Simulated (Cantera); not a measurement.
What does this Cantera script print?

```python
import numpy as np
import cantera as ct

gas_names = """
    Cs CsO CsOH Cs2 Cs2O Cs2O2H2 H HO2 H2 H2O H2O2 O OH O2 O3
""".split()
cond_names = """
    Cs(cr) Cs(L) CsOH(a) CsOH(b) CsOH(c) CsOH(L) H2O(s) H2O(L)
""".split()


# ... load() reads the species with a 1 bar reference pressure and builds the phases ...
atoms = {
    'CsOH': {'Cs': 1, 'O': 1, 'H': 1},
    'H2O': {'H': 2, 'O': 1},
}
top_T = {}  # K; cautious upper limits of use, not melting points


# ... equilibrate(T, P, feed) seeds the gas with the atoms and calls Mixture.equilibrate('TP', solver="vcs", rtol=1e-11, max_steps=5000) ...
results = []
feed = {'CsOH': 1, 'H2O': 8.9}  # mol
P = 140  # Pa
for T in [1300, 1350, 1400, 1450, 1500, 1550, 1600, 1650, 1700, 1750]:
    mix = equilibrate(T, P, feed)
    results.append((T, P, feed, dict(zip(mix.species_names, mix.species_moles))))
    x = sorted(zip(gas.X, gas.species_names), reverse=True)
    print(f"T = {T:g} K  P = {P:g} Pa  gas = {mix.phase_moles(0):.4g} mol")
    print("   x: " + "  ".join(f"{s} {v:.3e}" for v, s in x if v > 0.0001))
    print("   condensed (mol): " + ("  ".join(f"{mix.phase(i).name} {mix.phase_moles(i):.4g}"
          for i in range(1, mix.n_phases) if mix.phase_moles(i) > 1e-12) or "none"))
```

Result:

```
T = 1300 K  P = 140 Pa  gas = 9.905 mol
   x: H2O 8.987e-01  CsOH 1.004e-01  Cs 5.225e-04  O2 1.977e-04  H2 1.483e-04
   condensed (mol): none
T = 1350 K  P = 140 Pa  gas = 9.908 mol
   x: H2O 8.984e-01  CsOH 1.000e-01  Cs 9.258e-04  O2 3.485e-04  H2 2.625e-04
   condensed (mol): none
T = 1400 K  P = 140 Pa  gas = 9.914 mol
   x: H2O 8.980e-01  CsOH 9.929e-02  Cs 1.570e-03  O2 5.888e-04  H2 4.469e-04  OH 1.097e-04
   condensed (mol): none
T = 1450 K  P = 140 Pa  gas = 9.923 mol
   x: H2O 8.973e-01  CsOH 9.822e-02  Cs 2.557e-03  O2 9.570e-04  H2 7.344e-04  OH 2.007e-04
   condensed (mol): none
T = 1500 K  P = 140 Pa  gas = 9.937 mol
   x: H2O 8.963e-01  CsOH 9.663e-02  Cs 4.008e-03  O2 1.501e-03  H2 1.170e-03  OH 3.520e-04
   condensed (mol): none
T = 1550 K  P = 140 Pa  gas = 9.956 mol
   x: H2O 8.948e-01  CsOH 9.438e-02  Cs 6.058e-03  O2 2.275e-03  H2 1.812e-03  OH 5.948e-04
   condensed (mol): none
T = 1600 K  P = 140 Pa  gas = 9.983 mol
   x: H2O 8.927e-01  CsOH 9.133e-02  Cs 8.840e-03  O2 3.343e-03  H2 2.737e-03  OH 9.708e-04
   condensed (mol): none
T = 1650 K  P = 140 Pa  gas = 10.02 mol
   x: H2O 8.896e-01  CsOH 8.734e-02  Cs 1.246e-02  O2 4.766e-03  H2 4.043e-03  OH 1.535e-03  H 1.544e-04
   condensed (mol): none
T = 1700 K  P = 140 Pa  gas = 10.07 mol
   x: H2O 8.855e-01  CsOH 8.237e-02  Cs 1.696e-02  O2 6.602e-03  H2 5.852e-03  OH 2.355e-03  H 3.013e-04
   condensed (mol): none
T = 1750 K  P = 140 Pa  gas = 10.13 mol
   x: H2O 8.798e-01  CsOH 7.643e-02  Cs 2.231e-02  O2 8.900e-03  H2 8.315e-03  OH 3.516e-03  H 5.668e-04  O 1.886e-04
   condensed (mol): none
```

Equilibrium computed with Cantera from the NASA thermochemical tables; the gas is ideal and each condensed phase is pure.
